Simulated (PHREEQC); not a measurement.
# Leach liquor (model solution)

Dissolve 2.8 mmol/kgw H2SO4, 0.036 mmol/kgw Al2(SO4)3 and 0.046 mmol/kgw Fe2(SO4)3 at 80 °C. Closed to the air; pH follows from the charge balance.

All values are PHREEQC results (ion-association model, wateq4f.dat), not measurements.

This is a speciation only: nothing precipitates in the calculation.

**Question.** Predict the pH, ionic strength.

**Answer.** pH 2.42; ionic strength 0.00580 mol/kgw.

**Question.** In which forms is Al present?

**Answer.** AlSO4+ 72 %, Al+3 24 %, Al(SO4)2- 2.7 %, AlOH+2 1.1 % of the Al.

Examples of supersaturated solids here: Hematite (slow to form), Goethite (slow to form). Others may be too. Species that the database lacks are ignored. Away from 25 °C the constants follow the database's enthalpies or fits; those with neither stay at their 25 °C values.
